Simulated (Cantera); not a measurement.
## Equilibrium for chemical vapour transport: B + HCl + O2

Feed: 1 mol B, 0.96 mol HCl, 1.2 mol O2, held at 10.0 Torr.

Cantera equilibrium calculation (NASA polynomials, part measured and part estimated; ideal gas, pure solids and liquids). Candidate condensed phases: B, B2O3, B3O3H3, H2O; 33 gas species. Gases not in the tables: H3BO3. Rates play no part.

From 800 K to 1250 K the condensed part is B2O3(l).

```tsv
T (K)	x HCl	x O2	x Cl2	x H2O	x Cl	x HBO2	x (HBO2)3	x ClO	n B2O3(l)
800	0.433	0.268	0.150	0.149	3.13e-5	4.37e-7	0.000616	2.28e-7	0.499
875	0.488	0.280	0.116	0.116	0.000136	3.80e-6	0.000257	7.59e-7	0.499
950	0.528	0.288	0.0921	0.0921	0.000465	2.28e-5	0.000117	2.07e-6	0.500
1025	0.556	0.294	0.0740	0.0745	0.00132	0.000103	5.78e-5	4.80e-6	0.500
1100	0.577	0.298	0.0603	0.0616	0.00322	0.000375	3.09e-5	9.84e-6	0.500
1175	0.590	0.300	0.0494	0.0523	0.00697	0.00114	1.77e-5	1.82e-5	0.499
1250	0.597	0.300	0.0403	0.0455	0.0136	0.00304	1.09e-5	3.08e-5	0.498
```
x: gas mole fraction; n: condensed amount in mol.
